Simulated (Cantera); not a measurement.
A perfectly stirred reactor is fed with 9.63 % CH4, 1.93 % C2H6, 18.6 % O2, 69.8 % N2, equivalence ratio 1.4, at 7500 Torr; it is adiabatic with a 375 K inlet, and is followed from long to short residence time, starting on the burning branch (τ in s: 0.058, 0.023, 0.0088, 0.0034, 0.0013, 0.00052, 0.0002, 7.9e-05, 3.1e-05, 1.2e-05, 4.7e-06).

Cantera simulation using GRI-Mech 3.0 (53 species, 325 reactions); the numbers are that mechanism's predictions, not measurements.

Problem. Predict: blow-out, bracketed by the residence times tried; x(CH4) at τ = 58.0 ms; x(C2H6) at τ = 58.0 ms; x(O2) at τ = 58.0 ms; x(HCN) at τ = 58.0 ms; x(OH) at τ = 58.0 ms; x(CH4) at τ = 0.520 ms; x(C2H6) at τ = 0.520 ms; x(O2) at τ = 0.520 ms; x(HCN) at τ = 0.520 ms; x(OH) at τ = 0.520 ms.

Solution. blow-out, bracketed by the residence times tried: burning at 0.200 ms, out at 79.0 µs
x(CH4) at τ = 58.0 ms: 0.000687
x(C2H6) at τ = 58.0 ms: 2.83e-7
x(O2) at τ = 58.0 ms: 8.68e-5
x(HCN) at τ = 58.0 ms: 1.54e-5
x(OH) at τ = 58.0 ms: 6.70e-5
x(CH4) at τ = 0.520 ms: 0.00581
x(C2H6) at τ = 0.520 ms: 4.96e-5
x(O2) at τ = 0.520 ms: 0.00543
x(HCN) at τ = 0.520 ms: 3.13e-5
x(OH) at τ = 0.520 ms: 0.000152
